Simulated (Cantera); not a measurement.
A closed system holds: 1 mol B₂H₆, 23 mol NH₃, 100 mol H₂, equilibrated at 2298.15 K and 0.00250 bar.

These are equilibrium values from Cantera (NASA tables, ideal gas, pure condensed phases), not measurements of a reactor. Candidate condensed phases: B, BN; 15 gas species. The feed counts by its element totals alone. The tables' values for BH₂ are old estimates; treat these amounts as uncertain. Kinetics and transport are ignored.

Question: What is the equilibrium state?

Answer: 
```json
{
 "x(H₂)": "0.757",
 "x(H)": "0.167",
 "x(N₂)": "0.0704",
 "x(B)": "0.00396",
 "x(BH₂)": "0.00156",
 "x(BH)": "0.000152",
 "x(BN)": "2.92e-5",
 "x(BH₃)": "2.30e-6",
 "n(B(s))": "1.07 mol",
 "gas_amount": "163.3 mol"
}
```
